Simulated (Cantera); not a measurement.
A closed system holds: 1 mol CaCO3, 0.35 mol O2, 1.2 mol CO2, at 327 °C and 1 atm.

Cantera equilibrium calculation (NASA polynomials, part measured and part estimated; ideal gas, pure solids and liquids). Candidate condensed phases: C, Ca, CaCO3, CaO; 15 gas species. Kinetics and transport are ignored.

Base state: CO2 0.774, O2 0.226 (mole fractions); condensed: CaCO3(calcite).

Q: What changes in the equilibrium state with this change: temperature from 327 °C to 1250 °C?

A: 
| species | before | after |
|---|---|---|
| CO2 | 0.774 | 0.863 |
| O2 | 0.226 | 0.137 |
| CO | <1e-9 | 1.59e-5 |
| CaCO3(calcite), mol | 1.00 | 0 |
| CaO(s), mol | 0 | 1.00 |
